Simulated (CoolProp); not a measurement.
The numbers come from the reference Helmholtz-energy equation of state, Thol 2015 in CoolProp.

For octamethylcyclotetrasiloxane (D4), give the phase and the Z, cp (kJ/(kg K)), speed of sound (m/s), fugacity coefficient at 346.85 °C and 0.505 MPa; 346.85 °C and 0.674 MPa.


- 346.85 °C and 0.505 MPa: gas; Z 0.886, cp 2.08, speed of sound 118, fugacity coefficient 0.896
- 346.85 °C and 0.674 MPa: gas; Z 0.844, cp 2.10, speed of sound 112, fugacity coefficient 0.862
